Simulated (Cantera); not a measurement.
An adiabatic, constant-volume homogeneous reactor starts with CH4 : O2 : N2 : CO2 = 1 : 1.67 : 6.27 : 0.01 (molar parts), at 1423 K and 0.220 bar.

Model: GRI-Mech 3.0 (53 species, 325 reactions), integrated in Cantera.

x: mole fraction; the columns are a selection and need not sum to one.

```
t (s)     T (K)  P (bar)   x CH4    x O2       x O    x C2H6     x H2
--------  -----  -------  ------  ------  --------  --------  -------
4.00e-6    1423    0.220   0.112   0.187  6.19e-10    <1e-12  2.74e-9
7.86e-6    1423    0.220   0.112   0.187  9.12e-10    <1e-12  6.99e-9
1.54e-5    1423    0.220   0.112   0.187       [?]    <1e-12  1.58e-8
3.03e-5    1423    0.220   0.112   0.187       [?]  2.87e-12  3.36e-8
5.95e-5    1423    0.220   0.112   0.187       [?]  2.34e-11  7.05e-8
0.000117   1423    0.220   0.112   0.187       [?]  1.97e-10  1.51e-7
0.000230   1423    0.220   0.112   0.187       [?]   1.80e-9  3.45e-7
0.000451   1423    0.220   0.112   0.187       [?]   1.92e-8  9.15e-7
0.000886   1423    0.220   0.112   0.187       [?]   2.55e-7  3.17e-6
0.00174    1423    0.220   0.112   0.187       [?]   4.03e-6  1.48e-5
0.00342    1425    0.220   0.111   0.186       [?]   5.84e-5  9.84e-5
0.00672    1447    0.224   0.107   0.183       [?]  0.000630  0.00130
0.0132     2775    0.466  <1e-12  0.0117   0.00786    <1e-12   0.0390
0.0259     2775    0.466  <1e-12  0.0116   0.00779    <1e-12   0.0391
0.0509     2775    0.466  <1e-12  0.0116   0.00779    <1e-12   0.0391
0.100      2775    0.466  <1e-12  0.0116   0.00779    <1e-12   0.0391
```

Q: Fill in the missing entries.

A: 
- 1.54e-5, x O: 1.04e-9
- 3.03e-5, x O: 1.15e-9
- 5.95e-5, x O: 1.40e-9
- 0.000117, x O: 1.92e-9
- 0.000230, x O: 3.16e-9
- 0.000451, x O: 6.46e-9
- 0.000886, x O: 1.63e-8
- 0.00174, x O: 4.67e-8
- 0.00342, x O: 1.47e-7
- 0.00672, x O: 8.95e-7
